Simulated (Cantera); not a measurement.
An adiabatic, constant-volume homogeneous reactor starts with 17.2 % CH3OH, 11.2 % O2, 71.6 % N2, equivalence ratio 2.3, at 1375 K and 71000 Pa.

Cantera simulation using GRI-Mech 3.0 (53 species, 325 reactions); the numbers are that mechanism's predictions, not measurements. GRI-Mech 3.0 was tuned for natural gas; its chemistry of methanol as a main component is partial and can be far from experiment.

Q: Predict: time of steepest temperature rise; temperature at 1.00 s; equilibrium temperature; x(O2) at 1.00 s; x(H2) at 1.00 s; x(NO2) at 1.00 s; x(CH2O) at 1.00 s; x(N2O) at 1.00 s.

A: 
* **time of steepest temperature rise**: 0.978 ms
* **temperature at 1.00 s**: 2439 K
* **equilibrium temperature**: 2439 K
* **x(O2) at 1.00 s**: 2.11e-5 (gas-phase equilibrium 2.11e-5)
* **x(H2) at 1.00 s**: 0.120 (gas-phase equilibrium 0.120)
* **x(NO2) at 1.00 s**: 2.11e-9 (gas-phase equilibrium 2.11e-9)
* **x(CH2O) at 1.00 s**: 8.53e-9 (gas-phase equilibrium 8.53e-9)
* **x(N2O) at 1.00 s**: 1.06e-8 (gas-phase equilibrium 1.06e-8)
